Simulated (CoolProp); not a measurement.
R123 along the isotherm 461.3 K: density (kg/m³) from the reference equation and from simpler models built on Tc = 456.8 K, pc = 3.662 MPa, ω = 0.282; each cubic takes its own stable root.

The numbers come from the reference Helmholtz-energy equation of state, Younglove 1994 in CoolProp. It is a modified Benedict-Webb-Rubin equation, recast in Helmholtz form.

```tsv
p (MPa)	phase	reference	van der Waals	Redlich-Kwong	Soave-Redlich-Kwong	Peng-Robinson
0.61	gas	25.81	25.61	25.80	25.79	25.96
1.22	gas	55.31	54.40	55.24	55.19	55.96
1.83	gas	90.17	87.73	89.88	89.74	91.73
2.44	gas	133.6	128.3	132.8	132.4	136.6
3.05	gas	193.9	182.7	191.6	190.4	198.8
3.66	gas	309.8	287.4	302.8	296.0	314.2
4.27	supercritical	766.1	541.6	619.8	604.8	661.9
4.88	supercritical	846.8	590.7	694.4	685.4	755.3
5.49	supercritical	888.8	621.2	740.0	733.0	810.1
6.1	supercritical	918.3	644.0	774.1	768.1	850.4
6.71	supercritical	941.4	662.4	801.8	796.5	882.8
7.32	supercritical	960.6	677.9	825.3	820.5	910.2
7.93	supercritical	977.1	691.4	845.8	841.4	934.0
8.54	supercritical	991.6	703.4	864.1	860.0	955.1
9.15	supercritical	1005	714.1	880.6	876.8	974.1
```
